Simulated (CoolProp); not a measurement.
Model: reference Helmholtz-energy equation of state, Thol 2015, in CoolProp.

Problem. For octamethylcyclotetrasiloxane (D4), give the phase and the density (kg/m³), speed of sound (m/s), fugacity coefficient at 562 K and 8.29 MPa; 562 K and 11.4 MPa; 562 K and 12.4 MPa.

Solution. 
- 562 K and 8.29 MPa: liquid; density 670, speed of sound 376, fugacity coefficient 0.169
- 562 K and 11.4 MPa: liquid; density 692, speed of sound 427, fugacity coefficient 0.165
- 562 K and 12.4 MPa: liquid; density 697, speed of sound 441, fugacity coefficient 0.166
